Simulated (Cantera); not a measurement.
Charge: 1 mol SiF4, 2.2 mol NO, 6.1 mol H2, equilibrated at 1198.15 K and 0.270 bar.

Cantera equilibrium calculation (NASA polynomials, part measured and part estimated; ideal gas, pure solids and liquids). Candidate condensed phases: H2O, Si, SiO2, Si2N2O, Si3N4; 58 gas species. The tables hold silica as quartz up to 1696 K and as liquid above; real silica turns to tridymite and cristobalite and melts near 1996 K. Kinetics and transport are ignored.

Base state: H2 0.444, HF 0.263, N2 0.125, H2O 0.119, SiF4 0.0482 (mole fractions); condensed: SiO2(β-quartz).

Task: What changes in the equilibrium state with this change: temperature from 1198.15 K to 2098.15 K?

Result: 
```json
[
 {"species": "H2", "before": "0.444", "after": "0.412"},
 {"species": "HF", "before": "0.263", "after": "0.391"},
 {"species": "N2", "before": "0.125", "after": "0.120"},
 {"species": "H2O", "before": "0.119", "after": "0.0539"},
 {"species": "SiF4", "before": "0.0482", "after": "0.00885"},
 {"species": "SiO", "before": "<1e-9", "after": "0.00874"},
 {"species": "SiF2", "before": "<1e-9", "after": "0.000202"},
 {"species": "OH", "before": "<1e-9", "after": "5.91e-5"},
 {"species": "H", "before": "2.45e-7", "after": "0.00380"},
 {"species": "SiF3", "before": "4.80e-7", "after": "0.00258"},
 {"species": "SiO2(β-quartz), mol", "before": "0.577", "after": "0"},
 {"species": "SiO2(l), mol", "before": "0", "after": "0.812"}
]
```
The tables' values for SiF3, SiF2 are old estimates; treat these amounts as uncertain. Gases not in the tables: Si(OH)4.
